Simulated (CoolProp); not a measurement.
A Linde-Hampson liquefier for ethane: isothermal reversible compression at 320 K from 1 atm to 40 MPa, throttling to 1 atm, return gas leaving the recuperator 5 K below the feed. Each further row changes one setting.

Values from CoolProp's reference Helmholtz-energy equation of state, Bücker 2006.

```json
[
 {"case": "as stated", "liquid yield per pass": "0.454", "compression work (kJ/kg of gas)": "414"},
 {"case": "high pressure 80 MPa", "liquid yield per pass": "0.402", "compression work (kJ/kg of gas)": "499"},
 {"case": "warm-end temperature 350 K", "liquid yield per pass": "0.384", "compression work (kJ/kg of gas)": "482"},
 {"case": "warm-end gap 10 K", "liquid yield per pass": "0.446", "compression work (kJ/kg of gas)": "414"}
]
```
